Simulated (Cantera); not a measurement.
Input (Python, Cantera) and output of one run.

```python
import numpy as np
import cantera as ct

gas_names = """
    F FO FO2 F2 F2O N NF NF2 NF3 NO NO2 NO3 N2 N2O O O2 O3 Si SiF SiF2 SiF3 SiF4 SiN SiO SiO2 Si2 Si2N
    Si3
""".split()
cond_names = """
    Si(cr) Si(L) SiO2(Lqz) SiO2(hqz) SiO2(L) Si2N2O(s) Si3N4(a)
""".split()


# ... load() reads the species with a 1 bar reference pressure and builds the phases ...
atoms = {
    'SiF4': {'Si': 1, 'F': 4},
    'N2O': {'N': 2, 'O': 1},
    'N2': {'N': 2},
}
top_T = {'Si2N2O(s)': 2100, 'Si3N4(a)': 2400}  # K; cautious upper limits of use, not melting points


# ... equilibrate(T, P, feed) seeds the gas with the atoms and calls Mixture.equilibrate('TP', solver="vcs", rtol=1e-11, max_steps=5000) ...
results = []
feed = {'SiF4': 1, 'N2O': 19, 'N2': 78}  # mol
P = 600  # Pa
for T in [1148, 1223, 1298, 1373, 1448, 1523, 1598, 1673, 1748]:
    mix = equilibrate(T, P, feed)
    results.append((T, P, feed, dict(zip(mix.species_names, mix.species_moles))))

top = {s: max(r[3][s] / sum(r[3][g] for g in gas_names) for r in results) for s in gas_names}
cols = sorted((s for s in top if top[s] > 1e-05), key=lambda s: -top[s])[:5]
seen = [c for c in cond_names if any(r[3].get(c, 0) > 1e-12 for r in results)]
print("log10 of partial pressures in bar; condensed amounts in mol")
print(f"{'T/K':>10s}" + "".join(f"{s[:9]:>10s}" for s in cols + seen))
for T, P, feed, n in results:
    ng = sum(n[g] for g in gas_names)
    print(f"{T:10.4g}" + "".join(f"{np.log10(max(n[s] / ng * P / 1e5, 1e-99)):10.3f}" for s in cols)
          + "".join(f"{n.get(c, 0):10.4g}" for c in seen))
```

Output:

```
log10 of partial pressures in bar; condensed amounts in mol
       T/K        N2        O2      SiF4        NO         O SiO2(hqz)   SiO2(L)
      1148    -2.267    -3.276    -4.253    -6.270    -9.738 6.741e-08         0
      1223    -2.267    -3.276    -4.253    -6.014    -9.032 3.568e-07         0
      1298    -2.267    -3.276    -4.253    -5.789    -8.406 1.552e-06         0
      1373    -2.267    -3.277    -4.253    -5.588    -7.849 5.712e-06         0
      1448    -2.267    -3.277    -4.253    -5.408    -7.348 1.822e-05         0
      1523    -2.267    -3.278    -4.253    -5.246    -6.897 5.126e-05         0
      1598    -2.267    -3.279    -4.253    -5.099    -6.488 0.0001287         0
      1673    -2.267    -3.280    -4.254    -4.966    -6.116 0.0002888         0
      1748    -2.267    -3.282    -4.254    -4.844    -5.776         0 0.0005696
```

Equilibrium computed with Cantera from the NASA thermochemical tables; the gas is ideal and each condensed phase is pure. The tables hold silica as quartz up to 1696 K and as liquid above; real silica turns to tridymite and cristobalite and melts near 1996 K.
